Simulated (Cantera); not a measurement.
Feed: 1 mol CH4, 0.027 mol CO2, 0.42 mol H2, 0.007 mol O2, equilibrated at 2725 K and 13300 Pa.

Cantera equilibrium calculation (NASA polynomials, part measured and part estimated; ideal gas, pure solids and liquids). Candidate condensed phases: C, C6H6, C7H8, C8H18, H2O; 110 gas species. Equilibrium is a limit: real reactors are often held back by kinetics, nucleation or transport.

Base state: H2 0.800, H 0.153, CO 0.0252, C2H2 (acetylene) 0.0206, C2H 0.000437, C4H2 0.000221, C3 9.17e-5, C2H2 (vinylidene) 3.22e-5 (mole fractions); condensed: C(graphite).

What changes in the equilibrium state with this change: O2 from 0.007 to 1.6 mol?


| species | before | after |
|---|---|---|
| H2O | 3.94e-8 | 0.425 |
| CO | 0.0252 | 0.196 |
| H2 | 0.800 | 0.159 |
| CO2 | <1e-9 | 0.0770 |
| OH | 1.97e-9 | 0.0478 |
| C2H2 (acetylene) | 0.0206 | <1e-9 |
| O2 | <1e-9 | 0.0140 |
| O | <1e-9 | 0.0130 |
| H | 0.153 | 0.0682 |
| C2H | 0.000437 | <1e-9 |
| C4H2 | 0.000221 | <1e-9 |
| C3 | 9.17e-5 | <1e-9 |
| C2H2 (vinylidene) | 3.22e-5 | <1e-9 |
| C(graphite), mol | 0.842 | 0 |
